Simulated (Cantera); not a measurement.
# Thermodynamics of carbothermic reduction, feed Ta2O5 + CO + H2

Input: 1 mol Ta2O5, 2.5 mol CO, 11 mol H2, held at 2398.15 K.

Equilibrium computed with Cantera from the NASA thermochemical tables; the gas is ideal and each condensed phase is pure. Candidate condensed phases: C, C6H6, C7H8, C8H18, H2O, Ta, TaC, Ta2O5; 113 gas species. Mutual solubility and eutectic melting of coexisting phases are not modelled. TaC: taken at fixed stoichiometry. Condensed phases not in the tables: Ta2C, N, O or C dissolved in the metal. Kinetics and transport are ignored.

At 0.0750 Torr nothing is condensed. From 0.750 Torr to 7.50 Torr the condensed part is Ta2O5(l). At 75.0 Torr the condensed part is Ta(s) + Ta2O5(l). From 750 Torr to 7500 Torr the condensed part is TaC(s) + Ta2O5(l). The main Ta-bearing gas is TaO2 throughout. The share of Ta in condensed phases is highest at 7500 Torr (100.0 %) and lowest at 0.0750 Torr (0.0 %).

| P (Pa) | x H2 | x H | x CO | x TaO2 | x H2O | x O | n Ta2O5(l) | n Ta(s) | n TaC(s) |
|---|---|---|---|---|---|---|---|---|---|
| 10 | 0.151 | 0.613 | 0.106 | 0.0843 | 0.0111 | 0.0225 | 0 | 0 | 0 |
| 100 | 0.430 | 0.327 | 0.140 | 0.0657 | 0.0276 | 0.00196 | 0.408 | 0 | 0 |
| 1000 | 0.675 | 0.130 | 0.170 | 0.0145 | 0.00891 | 4.03e-5 | 0.882 | 0 | 0 |
| 10000 | 0.768 | 0.0437 | 0.180 | 0.00211 | 0.00478 | 1.90e-6 | 0.973 | 0.0178 | 0 |
| 100000 | 0.798 | 0.0141 | 0.182 | 0.000209 | 0.00504 | 1.93e-7 | 0.988 | 0 | 0.0197 |
| 1000000 | 0.803 | 0.00447 | 0.182 | 1.51e-5 | 0.00980 | 3.72e-8 | 0.980 | 0 | 0.0392 |
x: gas mole fraction; n: condensed amount in mol.
